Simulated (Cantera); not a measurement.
Charge: 1 mol SiH2Cl2, 16 mol N2, equilibrated at 427 °C and 0.000110 bar.

These are equilibrium values from Cantera (NASA tables, ideal gas, pure condensed phases), not measurements of a reactor. Candidate condensed phases: NH4Cl, Si, Si3N4; 28 gas species. N2 is the only nitrogen source here; it is nearly inert below about 1500 K, so the nitride shown seldom forms there in practice. Equilibrium is a limit: real reactors are often held back by kinetics, nucleation or transport.

**Question.** What is the equilibrium state?

**Answer.** 
```json
{
 "x(N2)": "0.894",
 "x(HCl)": "0.0776",
 "x(H2)": "0.0191",
 "x(SiCl4)": "0.00954",
 "n(Si3N4(s))": "0.278 mol",
 "gas_amount": "17.28 mol",
 "log10 activity of Si(s) (absent)": "-10.10"
}
```
